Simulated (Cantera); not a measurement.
Gas-phase reforming

An isothermal, constant-pressure homogeneous reactor starts with 6.14 % CH4, 93.9 % H2O, at 1825 K and 10.0 bar.

Detailed kinetics in Cantera: GRI-Mech 3.0 (53 species, 325 reactions).

```
t (s)       x CH4  x H2O     x CO2    x C2H2    x CH2O
--------  -------  -----  --------  --------  --------
7.00e-5    0.0515  0.930   2.98e-5   0.00162  0.000125
0.000188   0.0413  0.917  0.000278   0.00606   8.15e-5
0.000506   0.0287  0.895   0.00158    0.0107   4.51e-5
0.00136    0.0179  0.865   0.00626    0.0119   2.19e-5
0.00366    0.0112  0.825    0.0154   0.00814   9.63e-6
0.00984   0.00639  0.785    0.0234   0.00274   3.66e-6
0.0265    0.00178  0.760    0.0269  0.000207   7.87e-7
0.0711    5.11e-5  0.754    0.0274   2.00e-7   4.23e-8
0.191     6.30e-9  0.754    0.0274    <1e-12   2.16e-8
0.514     4.11e-9  0.754    0.0274    <1e-12   2.16e-8
1.38      4.11e-9  0.754    0.0274    <1e-12   2.16e-8
3.72      4.11e-9  0.754    0.0274    <1e-12   2.16e-8
10.0      4.11e-9  0.754    0.0274    <1e-12   2.16e-8
```
x: mole fraction; the columns are a selection and need not sum to one.

Equilibrium at this temperature and pressure: CH4 4.44e-9, H2O 0.754, CO2 0.0274, C2H2 <1e-12, CH2O 2.16e-8 (gas phase only).
